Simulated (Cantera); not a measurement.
An isothermal, constant-pressure homogeneous reactor starts with 0.320 % H₂, 18.8 % O₂, 80.9 % N₂, equivalence ratio 0.0085, at 975 K and 20.0 Torr.

Computed with Cantera and GRI-Mech 3.0 (53 species, 325 reactions). Radical loss at walls, strong at low pressure, is not modelled.

One state of this run: x H₂ = 3.77e-9; x O₂ = 0.187; x O = 2.17e-7; x N₂O = 7.55e-9; x H = 3.52e-10; x NO = 6.01e-9. x: mole fraction; the columns are a selection and need not sum to one.

Problem. Which value of t (s) does it belong to?
A. 0.0168
B. 9.63
C. 80.0
D. 1.16

Solution. B, 9.63
